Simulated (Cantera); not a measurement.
An isothermal, constant-pressure homogeneous reactor starts with 0.552 % CH4, 99.4 % N2, at 1925 K and 0.132 atm.

Cantera simulation using GRI-Mech 3.0 (53 species, 325 reactions); the numbers are that mechanism's predictions, not measurements. GRI-Mech 3.0 stops at C3 and has no aromatics, soot or wall deposition, so with more carbon than oxygen in the feed, carbon stays in small species such as C2H2 where larger ones or solid carbon would form.

**Question.** Predict: x(CH4) at 8.00 s; x(CH3) at 8.00 s; x(H) at 8.00 s; x(HCN) at 8.00 s; x(H2) at 8.00 s.

**Answer.** 
```
Quantity                                              Value
----------------  -----------------------------------------
x(CH4) at 8.00 s    1.66e-8 (gas-phase equilibrium 1.93e-8)
x(CH3) at 8.00 s    9.66e-9 (gas-phase equilibrium 1.13e-8)
x(H) at 8.00 s    0.000238 (gas-phase equilibrium 0.000238)
x(HCN) at 8.00 s   0.000122 (gas-phase equilibrium 0.00536)
x(H2) at 8.00 s     0.00812 (gas-phase equilibrium 0.00812)
```
